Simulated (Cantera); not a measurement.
## Abatement and gas-phase synthesis: N2O + SO2 + N2

Input: 1 mol N2O, 0.0039 mol SO2, 0.88 mol N2, equilibrated at 1498.15 K and 1.00 bar.

Cantera equilibrium calculation (NASA polynomials, part measured and part estimated; ideal gas, pure solids and liquids). Candidate condensed phases: S; 17 gas species. The numbers say what is thermodynamically allowed, not how fast it happens.

The x(N2) comes out as 0.788. The x(O2) is 0.209, the x(SO2) is 0.00161 and the x(NO) is 0.00121. The x(SO3) comes out as 2.77e-5 and the x(NO2) is 6.53e-6. The x(O) comes out as 1.81e-6 and the gas amount is 2.384 mol. The log10 activity of S(l) (absent) comes out as -12.12.
